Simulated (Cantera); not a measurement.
What does this Cantera script print?

```python
import numpy as np
import cantera as ct

gas_names = """
    H H2 N NH NH2 NH3 N2 N2H2 N2H4 Pb Pb2
""".split()
cond_names = """
    Pb(cr) Pb(L)
""".split()


# ... load() reads the species with a 1 bar reference pressure and builds the phases ...
atoms = {
    'Pb': {'Pb': 1},
    'H2': {'H': 2},
    'N2': {'N': 2},
}
top_T = {}  # K; cautious upper limits of use, not melting points


# ... equilibrate(T, P, feed) seeds the gas with the atoms and calls Mixture.equilibrate('TP', solver="vcs", rtol=1e-11, max_steps=5000) ...
results = []
feed = {'Pb': 1, 'H2': 0.51, 'N2': 26}  # mol
for P in [10, 36, 130, 460, 1700, 6000, 22000, 77000, 280000, 1000000]:
    for T in [450, 550, 650, 750, 850, 950, 1050, 1150, 1250, 1350, 1450]:
        mix = equilibrate(T, P, feed)
        results.append((T, P, feed, dict(zip(mix.species_names, mix.species_moles))))

for T, P, feed, n in results:
    print(f"{T:7g} {P:10.4g}  " + (" + ".join(c for c in cond_names if n.get(c, 0) > 1e-12) or "gas only"))
```

Output:

```
    450         10  Pb(cr)
    550         10  Pb(cr)
    650         10  Pb(L)
    750         10  Pb(L)
    850         10  Pb(L)
    950         10  gas only
   1050         10  gas only
   1150         10  gas only
   1250         10  gas only
   1350         10  gas only
   1450         10  gas only
    450         36  Pb(cr)
    550         36  Pb(cr)
    650         36  Pb(L)
    750         36  Pb(L)
    850         36  Pb(L)
    950         36  Pb(L)
   1050         36  gas only
   1150         36  gas only
   1250         36  gas only
   1350         36  gas only
   1450         36  gas only
    450        130  Pb(cr)
    550        130  Pb(cr)
    650        130  Pb(L)
    750        130  Pb(L)
    850        130  Pb(L)
    950        130  Pb(L)
   1050        130  Pb(L)
   1150        130  gas only
   1250        130  gas only
   1350        130  gas only
   1450        130  gas only
    450        460  Pb(cr)
    550        460  Pb(cr)
    650        460  Pb(L)
    750        460  Pb(L)
    850        460  Pb(L)
    950        460  Pb(L)
   1050        460  Pb(L)
   1150        460  gas only
   1250        460  gas only
   1350        460  gas only
   1450        460  gas only
    450       1700  Pb(cr)
    550       1700  Pb(cr)
    650       1700  Pb(L)
    750       1700  Pb(L)
    850       1700  Pb(L)
    950       1700  Pb(L)
   1050       1700  Pb(L)
   1150       1700  Pb(L)
   1250       1700  gas only
   1350       1700  gas only
   1450       1700  gas only
    450       6000  Pb(cr)
    550       6000  Pb(cr)
    650       6000  Pb(L)
    750       6000  Pb(L)
    850       6000  Pb(L)
    950       6000  Pb(L)
   1050       6000  Pb(L)
   1150       6000  Pb(L)
   1250       6000  Pb(L)
   1350       6000  gas only
   1450       6000  gas only
    450    2.2e+04  Pb(cr)
    550    2.2e+04  Pb(cr)
    650    2.2e+04  Pb(L)
    750    2.2e+04  Pb(L)
    850    2.2e+04  Pb(L)
    950    2.2e+04  Pb(L)
   1050    2.2e+04  Pb(L)
   1150    2.2e+04  Pb(L)
   1250    2.2e+04  Pb(L)
   1350    2.2e+04  Pb(L)
   1450    2.2e+04  gas only
    450    7.7e+04  Pb(cr)
    550    7.7e+04  Pb(cr)
    650    7.7e+04  Pb(L)
    750    7.7e+04  Pb(L)
    850    7.7e+04  Pb(L)
    950    7.7e+04  Pb(L)
   1050    7.7e+04  Pb(L)
   1150    7.7e+04  Pb(L)
   1250    7.7e+04  Pb(L)
   1350    7.7e+04  Pb(L)
   1450    7.7e+04  Pb(L)
    450    2.8e+05  Pb(cr)
    550    2.8e+05  Pb(cr)
    650    2.8e+05  Pb(L)
    750    2.8e+05  Pb(L)
    850    2.8e+05  Pb(L)
    950    2.8e+05  Pb(L)
   1050    2.8e+05  Pb(L)
   1150    2.8e+05  Pb(L)
   1250    2.8e+05  Pb(L)
   1350    2.8e+05  Pb(L)
   1450    2.8e+05  Pb(L)
    450      1e+06  Pb(cr)
    550      1e+06  Pb(cr)
    650      1e+06  Pb(L)
    750      1e+06  Pb(L)
    850      1e+06  Pb(L)
    950      1e+06  Pb(L)
   1050      1e+06  Pb(L)
   1150      1e+06  Pb(L)
   1250      1e+06  Pb(L)
   1350      1e+06  Pb(L)
   1450      1e+06  Pb(L)
```

Equilibrium computed with Cantera from the NASA thermochemical tables; the gas is ideal and each condensed phase is pure.
